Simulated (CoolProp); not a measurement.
A simple Rankine cycle with water: condensing at 298.15 K, boiler at 2.15 MPa, turbine inlet 529.2 K, turbine efficiency 0.6, pump efficiency 0.7, no recuperator. Each further row changes one setting.

Computed with CoolProp (reference Helmholtz-energy equation of state, Wagner 2002).

| case | thermal efficiency (%) | net work (kJ/kg) | heat in (kJ/kg) | turbine exit temperature (K) | volume ratio over the turbine |
|---|---|---|---|---|---|
| as stated | 20.6 | 578 | 2800 | 298.1 | 378 |
| turbine inlet 549.2 K | 20.7 | 592 | ___ | 298.1 | 365 |
| condensing temperature 290.15 K | 21.4 | 608 | 2840 | 290.1 | 597 |
| boiler pressure 1.5 MPa | ___ | ___ | 2830 | 298.1 | 262 |
| turbine efficiency 0.5 | 17.2 | 481 | 2800 | 298.1 | ___ |

Problem. Some entries are withheld; supply them.

Solution. 
- turbine inlet 549.2 K, heat in (kJ/kg): 2850
- boiler pressure 1.5 MPa, thermal efficiency (%): 19.7
- boiler pressure 1.5 MPa, net work (kJ/kg): 558
- turbine efficiency 0.5, volume ratio over the turbine: 394

The expansion ends wet for: as stated; turbine inlet 549.2 K; condensing temperature 290.15 K; boiler pressure 1.5 MPa; turbine efficiency 0.5.
